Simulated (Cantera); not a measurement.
Input: 1 mol trisilylamine, 1.8 mol NH₃, 2 mol N₂, held at 0.0900 Torr.

Cantera equilibrium calculation (NASA polynomials, part measured and part estimated; ideal gas, pure solids and liquids). Candidate condensed phases: Si, Si₃N₄; 18 gas species. The feed counts by its element totals alone. Kinetics and transport are ignored.

Question: At 1650 K, list the 4 most abundant gas species with their mole fractions, and the condensed phases.

Answer: H₂ 0.672, N₂ 0.319, H 0.00680, Si 0.00223. Condensed: Si(s).
